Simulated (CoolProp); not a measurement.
c-C4F8 (RC318) at 293.15 K and 0.563 MPa flows at 2 m/s in a round tube of 50 mm bore and 1.5 µm roughness, fully developed (64/Re and Nu = 3.66 if laminar; Colebrook and Gnielinski if turbulent). Each further row changes one setting.

Computed with CoolProp (reference Helmholtz-energy equation of state, Platzer 1990). This equation is an older, rougher fit; its heat capacities, sound speeds and derivatives of the liquid may be far off and weren't checked against measurements.

| case | Reynolds number | Darcy friction factor | pressure drop (Pa/m) | heat-transfer coefficient (W/(m² K)) | mass flow (kg/h) |
|---|---|---|---|---|---|
| as stated | 387000 | 0.0142 | 861 | 2540 | 21500 |
| velocity 4 m/s | 773000 | 0.0127 | 3090 | 4710 | 43000 |
| diameter 100 mm | 773000 | 0.0125 | 379 | 2320 | 86000 |

Viscosity comes from a separate model (Huber 2003), an estimate that may be off by 10 % or more. Thermal conductivity comes from a separate model (Huber 2003), an estimate that may be off by 10 % or more.
